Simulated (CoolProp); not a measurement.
Computed with CoolProp (reference Helmholtz-energy equation of state, Eisenbach 2021).

**Question.** For propylene glycol, give the phase and the cp (kJ/(kg K)), cv (kJ/(kg K)), speed of sound (m/s), Joule-Thomson coefficient (K/MPa) at 516 K and 1.01 bar; 608.4 K and 1.01 bar.

**Answer.** 
- 516 K and 1.01 bar: gas; cp 2.66, cv 2.55, speed of sound 240, Joule-Thomson coefficient 10.6
- 608.4 K and 1.01 bar: gas; cp 2.97, cv 2.85, speed of sound 261, Joule-Thomson coefficient 6.05
